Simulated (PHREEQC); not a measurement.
## Phosphoric acid bath

Make-up at 66 °C: 0.13 mol KH2PO4 per kg of water. Closed to the air; pH follows from the charge balance.

Computed with PHREEQC (ion-association model, phreeqc.dat).

Each row changes one thing in this solution. Precipitation was switched off in this run.

```csv
case,pH,ionic strength (mol/kgw),H3PO4 (mol/kgw),HPO4-2 (mol/kgw),KHPO4- (mol/kgw)
as made,4.48,0.131,0.000711,0.000699,5.40e-5
KH2PO4 from 0.13 to 0.195 mol/kgw,(withheld),0.196,(withheld),0.00106,0.000105
diluted 100-fold with water,5.04,0.00132,2.56e-6,1.21e-5,2.57e-8
diluted 2-fold with water,4.55,0.0654,0.000326,0.000343,1.70e-5
0.04 mol/kgw H3PO4 added,2.76,0.132,0.0379,1.39e-5,1.07e-6
```

**Question.** Fill in the missing entries.

**Answer.** 
- KH2PO4 from 0.13 to 0.195 mol/kgw, pH: 4.43
- KH2PO4 from 0.13 to 0.195 mol/kgw, H3PO4 (mol/kgw): 0.00112

Constants without temperature data keep their 25 °C values here.
